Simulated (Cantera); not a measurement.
A freely propagating, adiabatic, planar premixed flame of 21.3 % H2, 18.3 % O2, 60.4 % N2, equivalence ratio 0.58, unburnt at 573 K and 5.00 bar; mixture-averaged transport, grid criteria slope 0.08 and curve 0.16, no radiation.

Cantera simulation using the H2/O2 subset of GRI-Mech 3.0, which has no nitrogen chemistry; the numbers are that mechanism's predictions, not measurements. The hydrogen kinetics of GRI-Mech 3.0 are dated; newer H2 mechanisms differ, most at raised pressure. Burning velocities carry a grid error of a few per cent, more on coarse grids. Lean hydrogen flames are cellular in practice and burn faster than this planar one.

Predict: laminar burning velocity; thermal thickness; peak x(O); peak x(H); peak x(H2O2).


| Property | Value |
|---|---|
| laminar burning velocity | 266 cm/s |
| thermal thickness | 0.0581 mm |
| peak x(O) | 0.00608 |
| peak x(H) | 0.00665 |
| peak x(H2O2) | 0.000126 |
